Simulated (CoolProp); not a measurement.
Properties of nitrous oxide along the isotherm 51.25 °C.

Values from CoolProp's reference Helmholtz-energy equation of state, Lemmon 2006. It is a short technical equation, of lower accuracy than the large ones.

```
p (MPa)          phase  density (kg/m³)  cp (kJ/(kg K))  isothermal compressibility (1/MPa)  fugacity coefficient
-------  -------------  ---------------  --------------  ----------------------------------  --------------------
0.836              gas            14.14          0.9465                               1.241                0.9659
1.67               gas            29.35          0.9996                              0.6471                0.9323
2.51               gas            46.03           1.066                              0.4515                0.8989
3.34               gas            64.17           1.149                              0.3585                0.8663
4.18               gas            84.66           1.259                              0.3062                0.8337
5.02               gas            108.0           1.411                              0.2766                0.8012
5.85               gas            135.0           1.629                              0.2630                0.7692
6.69               gas            168.3           1.983                              0.2641                0.7368
7.52     supercritical            211.0           2.622                              0.2853                0.7045
8.36     supercritical            273.9           4.078                              0.3452                0.6712
9.2      supercritical            380.0           7.133                              0.4159                0.6367
10       supercritical            501.1           6.786                              0.2513                0.6034
10.9     supercritical            584.8           4.793                              0.1148                0.5686
```

The peak of cp marks the crossing from liquid-like to gas-like fluid above the critical point.
